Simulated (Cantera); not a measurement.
A closed system holds: 1 mol B₂H₆, 2 mol O₂, 4.9 mol H₂, equilibrated at 100 Torr.

These are equilibrium values from Cantera (NASA tables, ideal gas, pure condensed phases), not measurements of a reactor. Candidate condensed phases: B, B₂O₃, B₃O₃H₃, H₂O; 23 gas species. The feed counts by its element totals alone. Gases not in the tables: H₃BO₃. Equilibrium is a limit: real reactors are often held back by kinetics, nucleation or transport.

log p: log10 of the partial pressure in bar; n: condensed amount in mol.

```json
[
 {"T (K)": "1248", "log p H₂": "-0.93", "log p HBO₂": "-3.68", "log p H₂O": "-1.78", "log p B₂O₃": "-7.38", "n B₂O₃(l)": "0.992"},
 {"T (K)": "1298", "log p H₂": "-0.93", "log p HBO₂": "-3.41", "log p H₂O": "-1.78", "log p B₂O₃": "-6.75", "n B₂O₃(l)": "0.987"},
 {"T (K)": "1348", "log p H₂": "-0.93", "log p HBO₂": "-3.16", "log p H₂O": "-1.78", "log p B₂O₃": "-6.18", "n B₂O₃(l)": "0.978"},
 {"T (K)": "1398", "log p H₂": "-0.94", "log p HBO₂": "-2.93", "log p H₂O": "-1.79", "log p B₂O₃": "-5.64", "n B₂O₃(l)": "0.964"},
 {"T (K)": "1448", "log p H₂": "-0.94", "log p HBO₂": "-2.72", "log p H₂O": "-1.80", "log p B₂O₃": "-5.14", "n B₂O₃(l)": "0.942"},
 {"T (K)": "1498", "log p H₂": "-0.94", "log p HBO₂": "-2.53", "log p H₂O": "-1.82", "log p B₂O₃": "-4.68", "n B₂O₃(l)": "0.910"},
 {"T (K)": "1548", "log p H₂": "-0.94", "log p HBO₂": "-2.36", "log p H₂O": "-1.84", "log p B₂O₃": "-4.25", "n B₂O₃(l)": "0.863"},
 {"T (K)": "1598", "log p H₂": "-0.95", "log p HBO₂": "-2.20", "log p H₂O": "-1.88", "log p B₂O₃": "-3.85", "n B₂O₃(l)": "…"},
 {"T (K)": "1648", "log p H₂": "-0.95", "log p HBO₂": "-2.06", "log p H₂O": "-1.92", "log p B₂O₃": "-3.47", "n B₂O₃(l)": "…"},
 {"T (K)": "1698", "log p H₂": "-0.96", "log p HBO₂": "-1.94", "log p H₂O": "-1.98", "log p B₂O₃": "-3.12", "n B₂O₃(l)": "…"},
 {"T (K)": "1748", "log p H₂": "-0.97", "log p HBO₂": "-1.84", "log p H₂O": "-2.06", "log p B₂O₃": "-2.79", "n B₂O₃(l)": "…"},
 {"T (K)": "1798", "log p H₂": "-0.98", "log p HBO₂": "-1.75", "log p H₂O": "-2.17", "log p B₂O₃": "-2.48", "n B₂O₃(l)": "…"}
]
```

Q: Some entries are withheld; supply them.

A: 
- 1598, n B₂O₃(l): 0.798
- 1648, n B₂O₃(l): 0.709
- 1698, n B₂O₃(l): 0.588
- 1748, n B₂O₃(l): 0.421
- 1798, n B₂O₃(l): 0.181
